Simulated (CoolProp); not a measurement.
Model: reference Helmholtz-energy equation of state, Rui 2013, in CoolProp.

Task: For R236EA, give the phase and the Z, Joule-Thomson coefficient (K/MPa) at 319.3 K and 2.58 MPa; 327 K and 2.58 MPa.

Result: 
- 319.3 K and 2.58 MPa: liquid; Z 0.108, Joule-Thomson coefficient -0.120
- 327 K and 2.58 MPa: liquid; Z 0.108, Joule-Thomson coefficient -0.0806
